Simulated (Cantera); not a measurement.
What does this Cantera script print?

```python
import numpy as np
import cantera as ct

gas_names = [...]  # 109 gases of nasa_gas.yaml made of C, Cl, H, Si
cond_names = """
    C(gr) C6H6(L) C7H8(L) C8H18(L),n-octa Si(cr) Si(L) SiC(b)
""".split()


# ... load() reads the species with a 1 bar reference pressure and builds the phases ...
atoms = {
    '(CH3)2SiCl2': {'C': 2, 'H': 6, 'Si': 1, 'CL': 2},
    'C2H4': {'C': 2, 'H': 4},
    'H2': {'H': 2},
    'C2H2': {'C': 2, 'H': 2},
}
top_T = {'C(gr)': 4500, 'SiC(b)': 3050}  # K; cautious upper limits of use, not melting points


# ... equilibrate(T, P, feed) seeds the gas with the atoms and calls Mixture.equilibrate('TP', solver="vcs", rtol=1e-11, max_steps=5000) ...
results = []
feed = {'(CH3)2SiCl2': 1, 'C2H4': 0.027, 'H2': 1.4, 'C2H2': 0.018}  # mol
P = 1000  # Pa
for T in [1123, 1223, 1323, 1423, 1523, 1623, 1723, 1823, 1923, 2023, 2123, 2223, 2323, 2423]:
    mix = equilibrate(T, P, feed)
    results.append((T, P, feed, dict(zip(mix.species_names, mix.species_moles))))
    x = sorted(zip(gas.X, gas.species_names), reverse=True)
    print(f"T = {T:g} K  P = {P:g} Pa  gas = {mix.phase_moles(0):.4g} mol")
    print("   x: " + "  ".join(f"{s} {v:.3e}" for v, s in x if v > 0.001))
    print("   condensed (mol): " + ("  ".join(f"{mix.phase(i).name} {mix.phase_moles(i):.4g}"
          for i in range(1, mix.n_phases) if mix.phase_moles(i) > 1e-12) or "none"))
```

It prints:

```
T = 1123 K  P = 1000 Pa  gas = 5.366 mol
   x: H2 6.859e-01  HCL 2.938e-01  SiCL4 1.856e-02
   condensed (mol): C(gr) 1.198  SiC(b) 0.8915
T = 1223 K  P = 1000 Pa  gas = 5.435 mol
   x: H2 6.529e-01  HCL 3.391e-01  SiCL4 5.939e-03
   condensed (mol): C(gr) 1.133  SiC(b) 0.957
T = 1323 K  P = 1000 Pa  gas = 5.461 mol
   x: H2 6.419e-01  HCL 3.538e-01  SiCL2 1.775e-03  SiCL4 1.576e-03
   condensed (mol): C(gr) 1.113  SiC(b) 0.977
T = 1423 K  P = 1000 Pa  gas = 5.468 mol
   x: H2 6.399e-01  HCL 3.557e-01  SiCL2 3.162e-03
   condensed (mol): C(gr) 1.113  SiC(b) 0.9767
T = 1523 K  P = 1000 Pa  gas = 5.47 mol
   x: H2 6.407e-01  HCL 3.533e-01  SiCL2 5.069e-03
   condensed (mol): C(gr) 1.121  SiC(b) 0.9687
T = 1623 K  P = 1000 Pa  gas = 5.473 mol
   x: H2 6.425e-01  HCL 3.487e-01  SiCL2 7.525e-03
   condensed (mol): C(gr) 1.133  SiC(b) 0.9563
T = 1723 K  P = 1000 Pa  gas = 5.477 mol
   x: H2 6.445e-01  HCL 3.425e-01  SiCL2 1.049e-02  H 1.464e-03
   condensed (mol): C(gr) 1.149  SiC(b) 0.9406
T = 1823 K  P = 1000 Pa  gas = 5.485 mol
   x: H2 6.461e-01  HCL 3.347e-01  SiCL2 1.387e-02  H 3.483e-03  CL 1.376e-03
   condensed (mol): C(gr) 1.166  SiC(b) 0.9221
T = 1923 K  P = 1000 Pa  gas = 5.501 mol
   x: H2 6.464e-01  HCL 3.249e-01  SiCL2 1.750e-02  H 7.574e-03  CL 2.864e-03
   condensed (mol): C(gr) 1.185  SiC(b) 0.9014
T = 2023 K  P = 1000 Pa  gas = 5.532 mol
   x: H2 6.438e-01  HCL 3.129e-01  SiCL2 2.114e-02  H 1.524e-02  CL 5.500e-03
   condensed (mol): C(gr) 1.205  SiC(b) 0.8779
T = 2123 K  P = 1000 Pa  gas = 5.591 mol
   x: H2 6.357e-01  HCL 2.976e-01  H 2.860e-02  SiCL2 2.448e-02  CL 9.828e-03  Si 1.430e-03  C2H2,acetylene 1.053e-03
   condensed (mol): C(gr) 1.229  SiC(b) 0.8476
T = 2223 K  P = 1000 Pa  gas = 5.704 mol
   x: H2 6.181e-01  HCL 2.777e-01  H 5.036e-02  SiCL2 2.706e-02  CL 1.642e-02  Si 5.288e-03  SiCL 2.109e-03  C2H2,acetylene 1.794e-03
   condensed (mol): C(gr) 1.266  SiC(b) 0.7946
T = 2323 K  P = 1000 Pa  gas = 5.938 mol
   x: H2 5.833e-01  HCL 2.502e-01  H 8.317e-02  SiCL2 2.817e-02  CL 2.563e-02  Si 1.744e-02  SiCL 4.436e-03  C2H2,acetylene 2.824e-03  SiC2 2.605e-03  Si2C 1.521e-03
   condensed (mol): C(gr) 1.351  SiC(b) 0.6651
T = 2423 K  P = 1000 Pa  gas = 6.484 mol
   x: H2 5.164e-01  HCL 2.098e-01  H 1.274e-01  Si 5.206e-02  CL 3.685e-02  SiCL2 2.662e-02  SiC2 1.074e-02  SiCL 8.365e-03  Si2C 6.065e-03  C2H2,acetylene 3.996e-03  SiH 1.115e-03
   condensed (mol): C(gr) 1.582  SiC(b) 0.2758
```

Cantera equilibrium calculation (NASA polynomials, part measured and part estimated; ideal gas, pure solids and liquids). The feed counts by its element totals alone. The tables' values for SiCl, SiCl3 are old estimates; treat these amounts as uncertain. Gases not in the tables: Si2H6 and higher silanes.
